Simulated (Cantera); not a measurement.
What does this Cantera script print?

```python
import numpy as np
import cantera as ct

gas_names = """
    AL ALH ALN ALO ALOH ALO2 ALO2H AL2 AL2O AL2O2 H HALO HNO HNO2 HNO3 HO2 H2 H2O H2O2 N NH NH2 NH3
    NH2OH NO NO2 NO3 N2 N2H2 N2H4 N2O O OH O2 O3
""".split()
cond_names = """
    AL(cr) AL(L) ALN(s) AL2O3(a) AL2O3(L) H2O(s) H2O(L)
""".split()


def load(file, names, dense=False):
    # The tables refer to 1 bar. Condensed volumes are neglected.
    table = {s.name: s for s in ct.Species.list_from_file(file)}
    out = []
    for n in names:
        d = dict(table[n].input_data)
        d["thermo"] = dict(d["thermo"], **{"reference-pressure": 1e5})
        if dense:
            d["equation-of-state"] = {"model": "constant-volume", "density": "1e6 g/cm^3"}
        out.append(ct.Species.from_dict(d))
    return out


gas = ct.Solution(thermo="ideal-gas", species=load("nasa_gas.yaml", gas_names))
cond = {s.name: ct.Solution(thermo="fixed-stoichiometry", species=[s], name=s.name)
        for s in load("nasa_condensed.yaml", cond_names, dense=True)}
atoms = {
    'Al': {'AL': 1},
    'O2': {'O': 2},
    'H2': {'H': 2},
    'NH3': {'N': 1, 'H': 3},
}
top_T = {'ALN(s)': 2750}  # K; cautious upper limits of use, not melting points


def equilibrate(T, P, feed):
    n = {}
    for name, mol in feed.items():
        for a, k in atoms[name].items():
            n[a] = n.get(a, 0.0) + k * mol
    gas.TPX = T, P, n
    mass = sum(n.values()) * gas.mean_molecular_weight
    gas.equilibrate("TP")
    valid = [c for c in cond.values() if c.min_temp <= T <= top_T.get(c.name, c.max_temp)]
    mix = ct.Mixture([(gas, mass / gas.mean_molecular_weight)] + [(c, 0.0) for c in valid])
    mix.T, mix.P = T, P
    mix.equilibrate("TP", solver="vcs", rtol=1e-11, max_steps=5000)
    return mix


results = []
feed = {'Al': 1, 'O2': 0.43, 'H2': 18, 'NH3': 5.9}  # mol
T = 1823.15  # K
P = 133.322  # Pa
mix = equilibrate(T, P, feed)
results.append((T, P, feed, dict(zip(mix.species_names, mix.species_moles))))
x = sorted(zip(gas.X, gas.species_names), reverse=True)
print(f"T = {T:g} K  P = {P:g} Pa  gas = {mix.phase_moles(0):.4g} mol")
print("   x: " + "  ".join(f"{s} {v:.3e}" for v, s in x if v > 1e-05))
print("   condensed (mol): " + ("  ".join(f"{mix.phase(i).name} {mix.phase_moles(i):.4g}"
      for i in range(1, mix.n_phases) if mix.phase_moles(i) > 1e-12) or "none"))
```

It prints:

```
T = 1823.15 K  P = 133.322 Pa  gas = 30.36 mol
   x: H2 8.788e-01  N2 9.718e-02  H 1.114e-02  AL 9.059e-03  AL2O 3.646e-03  ALH 1.327e-04  ALOH 2.438e-05
   condensed (mol): AL2O3(a) 0.2494
```

Equilibrium computed with Cantera from the NASA thermochemical tables; the gas is ideal and each condensed phase is pure. The tables' values for AlOH are old estimates; treat these amounts as uncertain.
